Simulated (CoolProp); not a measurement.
Vapour-liquid equilibrium of dimethyl ether (1) + R227EA (2) at 32.95 °C; x and y are mole fractions of (1).

Values from CoolProp's multi-fluid Helmholtz-energy mixture model, Wu 2011 and Lemmon 2016; pair parameters Bell 2016.

| x | bubble pressure (bar) | y at the bubble point | dew pressure at overall composition x (bar) | liquid density (mol/L) |
|---|---|---|---|---|
| 0.05 | 5.548 | (withheld) | 5.388 | (withheld) |
| 0.2 | 5.022 | 0.154 | 4.941 | (withheld) |
| 0.35 | 4.858 | 0.359 | 4.856 | 9.785 |
| 0.5 | 5.110 | 0.583 | 4.970 | (withheld) |
| 0.65 | 5.668 | 0.765 | 5.271 | 11.53 |
| 0.8 | 6.376 | 0.892 | 5.828 | 12.53 |
| 0.95 | 7.125 | 0.977 | 6.852 | 13.66 |

Q: Fill in the missing entries.

A: 
- 0.05, y at the bubble point: 0.025
- 0.05, liquid density (mol/L): 8.218
- 0.2, liquid density (mol/L): 8.992
- 0.5, liquid density (mol/L): 10.62

y crosses x between x = 0.2 and 0.35: the model has an azeotrope there.

The pair parameters rest on a limited set of measurements; away from them the model extrapolates.
